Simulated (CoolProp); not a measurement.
Vapour pressure (bar) of CH2F2 (R32): the reference equation beside estimates from Tc = 78.1 °C, pc = 57.83 bar, ω = 0.277. Clausius-Clapeyron is anchored at -2.05 °C with a constant enthalpy of vaporisation of 16.57 kJ/mol.

The numbers come from the reference Helmholtz-energy equation of state, Tillner-Roth 1997 in CoolProp.

| T (°C) | reference | Lee-Kesler | Clausius-Clapeyron | van der Waals | Redlich-Kwong | Soave-Redlich-Kwong | Peng-Robinson |
|---|---|---|---|---|---|---|---|
| -64.55 | 0.5010 | 0.4751 | 0.8413 | 4.733 | 1.062 | 0.4798 | 0.4922 |
| -55.55 | 0.8273 | 0.7981 | 1.249 | 6.027 | 1.644 | 0.8028 | 0.8159 |
| -46.65 | 1.299 | 1.271 | 1.790 | 7.522 | 2.428 | 1.275 | 1.286 |
| -37.75 | 1.963 | 1.943 | 2.496 | 9.248 | 3.462 | 1.944 | 1.949 |
| -28.85 | 2.867 | 2.863 | 3.398 | 11.22 | 4.788 | 2.862 | 2.855 |
| -19.85 | 4.081 | 4.103 | 4.540 | 13.47 | 6.467 | 4.100 | 4.074 |
| -10.95 | 5.637 | 5.693 | 5.930 | 15.96 | 8.504 | 5.695 | 5.642 |
| -2.05 | 7.610 | 7.706 | 7.610 | 18.74 | 10.96 | 7.722 | 7.634 |
| 6.85 | 10.07 | 10.21 | 9.613 | 21.80 | 13.86 | 10.25 | 10.12 |
| 15.75 | 13.09 | 13.26 | 11.97 | 25.17 | 17.26 | 13.35 | 13.18 |
| 24.75 | 16.78 | 16.99 | 14.74 | 28.88 | 21.24 | 17.15 | 16.92 |
| 33.65 | 21.17 | 21.38 | 17.90 | 32.88 | 25.74 | 21.64 | 21.36 |
| 42.55 | 26.36 | 26.58 | 21.50 | 37.20 | 30.84 | 26.93 | 26.63 |
| 51.45 | 32.48 | 32.68 | 25.56 | 41.85 | 36.57 | 33.12 | 32.80 |

Absolute difference from the reference over all 14 rows, mean and median: Lee-Kesler 1.5 and 1.1 %, Clausius-Clapeyron 21.4 and 16.9 %, van der Waals 255.7 and 164.7 %, Redlich-Kwong 53.0 and 47.4 %, Soave-Redlich-Kwong 1.8 and 1.9 %, Peng-Robinson 0.8 and 0.8 %.
